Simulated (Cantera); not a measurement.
Cantera run, input and output.

```python
import numpy as np
import cantera as ct

gas = ct.Solution("h2o2.yaml")
gas.TPX = 925, 1800, {'H2': 0.22, 'O2': 1, 'N2': 0.54}
reactor = ct.IdealGasConstPressureReactor(gas, energy="off", clone=False)
net = ct.ReactorNet([reactor])
net.rtol, net.atol = 1e-08, 1e-18
show = ['H2', 'O2', 'OH', 'H2O', 'HO2', 'H2O2', 'H']
times = np.geomspace(0.0002, 4, 13)

steps = ct.SolutionArray(gas, extra=["t"])
rows = []
print(f"{'t/s':>10s}{'T/K':>9s}{'P/Pa':>11s}" + "".join(f"{s:>11s}" for s in show))
for t in times:
    while net.time < t:
        t_next = net.step()
        steps.append(gas.state, t=t_next)
    rows.append([np.interp(t, steps.t, y) for y in (steps.T, steps.P, *steps(*show).X.T)])
    print(f"{t:10.3e}{rows[-1][0]:9.1f}{rows[-1][1]:11.4g}" + "".join(f"{x:11.3e}" for x in rows[-1][2:]))
rate = np.gradient(steps.T, steps.t)
print("integrator steps:", len(steps.t))
if steps.T.max() > steps.T[0] + 200:
    print(f"time of steepest temperature rise: {steps.t[rate.argmax()]:.4e} s")
gas.TPX = 925, 1800, {'H2': 0.22, 'O2': 1, 'N2': 0.54}
gas.equilibrate("TP")
print(f"equilibrium (TP): T = {gas.T:.1f} K  " + "  ".join(f"{s} {gas[s].X[0]:.3e}" for s in show))
```

Output:

```
       t/s      T/K       P/Pa         H2         O2         OH        H2O        HO2       H2O2          H
 2.000e-04    925.0       1800  1.250e-01  5.682e-01  2.406e-12  5.643e-12  2.052e-11  1.314e-15  2.030e-11
 4.565e-04    925.0       1800  1.250e-01  5.682e-01  9.571e-12  4.732e-11  4.808e-11  6.950e-15  6.531e-11
 1.042e-03    925.0       1800  1.250e-01  5.682e-01  7.673e-11  6.253e-10  1.272e-10  3.880e-14  4.795e-10
 2.378e-03    925.0       1800  1.250e-01  5.682e-01  5.037e-09  4.765e-08  1.837e-09  5.107e-13  3.106e-08
 5.429e-03    925.0       1800  1.242e-01  5.678e-01  6.454e-05  6.146e-04  6.499e-06  5.864e-09  3.913e-04
 1.239e-02    925.0       1800  5.555e-03  5.318e-01  1.998e-03  1.176e-01  1.434e-05  4.062e-07  1.377e-02
 2.828e-02    925.0       1800  7.380e-04  5.387e-01  3.906e-04  1.321e-01  9.177e-06  3.447e-07  2.964e-04
 6.456e-02    925.0       1800  1.563e-04  5.393e-01  1.206e-04  1.331e-01  3.631e-06  2.188e-07  1.394e-05
 1.474e-01    925.0       1800  3.788e-05  5.394e-01  5.383e-05  1.333e-01  1.252e-06  1.266e-07  1.305e-06
 3.364e-01    925.0       1800  8.284e-06  5.394e-01  2.686e-05  1.333e-01  3.775e-07  6.656e-08  1.513e-07
 7.678e-01    925.0       1800  1.513e-06  5.394e-01  1.389e-05  1.333e-01  1.062e-07  3.307e-08  1.932e-08
 1.752e+00    925.0       1800  2.343e-07  5.394e-01  7.475e-06  1.333e-01  3.129e-08  1.598e-08  2.860e-09
 4.000e+00    925.0       1800  3.811e-08  5.394e-01  4.257e-06  1.333e-01  1.040e-08  7.755e-09  5.186e-10
integrator steps: 1715
equilibrium (TP): T = 925.0 K  H2 1.064e-11  O2 5.394e-01  OH 9.441e-08  H2O 1.333e-01  HO2 2.185e-10  H2O2 1.312e-11  H 6.373e-15
```

Computed with Cantera and the H2/O2 subset of GRI-Mech 3.0, which has no nitrogen chemistry. Radical loss at walls, strong at low pressure, is not modelled. Below about 950 K walls govern HO2 and H2O2 in real vessels. The temperature is held fixed by assumption; the heat of reaction is taken as removed at once.
